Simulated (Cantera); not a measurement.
Charge: 1 mol Si, 8.3 mol F₂, 0.82 mol H₂, held at 95.0 Pa.

Method: chemical equilibrium by Gibbs-energy minimisation in Cantera with the NASA 1993 tables (ideal gas, pure condensed phases). Candidate condensed phases: Si; 25 gas species. Kinetics and transport are ignored. All values below are at 1225 K.

Base state: F 0.804, HF 0.121, SiF₄ 0.0737, F₂ 0.00165 (mole fractions); condensed: gas only.

Q: What changes in the equilibrium state with this change: H₂ from 0.82 to 6.5 mol?

A: 
```csv
species,before,after
HF,0.121,0.913
SiF₄,0.0737,0.0725
H₂,<1e-9,0.0145
F,0.804,<1e-9
F₂,0.00165,<1e-9
```

Q: What changes in the equilibrium state with this change: H₂ from 0.82 to 0.49 mol?

A: 
```tsv
species	before	after
F	0.804	0.852
SiF₄	0.0737	0.0737
HF	0.121	0.0722
F₂	0.00165	0.00186
```
